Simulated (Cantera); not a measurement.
Carbon deposition, reforming and gasification: C₂H₂ + CO₂ + N₂

A closed system holds: 1 mol C₂H₂, 0.066 mol CO₂, 18 mol N₂, at 0.100 bar.

These are equilibrium values from Cantera (NASA tables, ideal gas, pure condensed phases), not measurements of a reactor. Candidate condensed phases: C, C₆H₆, C₇H₈, C₈H₁₈, H₂O; 136 gas species. Equilibrium is a limit: real reactors are often held back by kinetics, nucleation or transport.

From 1450 °C to 2650 °C the condensed part is C(graphite). The main C-bearing gas is CO at 1450 °C and HCN at 2650 °C. The share of C in condensed phases is highest at 1450 °C (92.7 %) and lowest at 2650 °C (57.6 %).

| T (°C) | log p N₂ | log p H₂ | log p H | log p HCN | log p CO | log p CN | log p HNC | log p C₃ | n C(graphite) |
|---|---|---|---|---|---|---|---|---|---|
| 1450 | -1.03 | -2.29 | -4.88 | -4.04 | -3.16 | -8.59 | -5.54 | <-13 | 1.92 |
| 1550 | -1.03 | -2.29 | -4.51 | -3.82 | -3.16 | -7.86 | -5.22 | -12.64 | 1.90 |
| 1650 | -1.03 | -2.30 | -4.17 | -3.63 | -3.16 | -7.22 | -4.94 | -11.41 | 1.89 |
| 1750 | -1.03 | -2.30 | -3.87 | -3.46 | -3.16 | -6.63 | -4.69 | -10.31 | 1.86 |
| 1850 | -1.03 | -2.32 | -3.60 | -3.31 | -3.16 | -6.11 | -4.46 | -9.32 | 1.83 |
| 1950 | -1.03 | -2.34 | -3.36 | -3.17 | -3.16 | -5.63 | -4.26 | -8.42 | 1.79 |
| 2050 | -1.03 | -2.36 | -3.14 | -3.05 | -3.16 | -5.19 | -4.08 | -7.59 | 1.74 |
| 2150 | -1.03 | -2.40 | -2.95 | -2.95 | -3.16 | -4.79 | -3.92 | -6.84 | 1.68 |
| 2250 | -1.03 | -2.45 | -2.78 | -2.87 | -3.16 | -4.42 | -3.79 | -6.15 | 1.61 |
| 2350 | -1.04 | -2.52 | -2.63 | -2.80 | -3.17 | -4.08 | -3.67 | -5.51 | 1.54 |
| 2450 | -1.04 | -2.60 | -2.51 | -2.75 | -3.17 | -3.77 | -3.58 | -4.92 | 1.46 |
| 2550 | -1.04 | -2.71 | -2.41 | -2.72 | -3.17 | -3.48 | -3.50 | -4.38 | 1.35 |
| 2650 | -1.05 | -2.84 | -2.33 | -2.70 | -3.17 | -3.21 | -3.45 | -3.87 | 1.19 |
log p: log10 of the partial pressure in bar; n: condensed amount in mol.
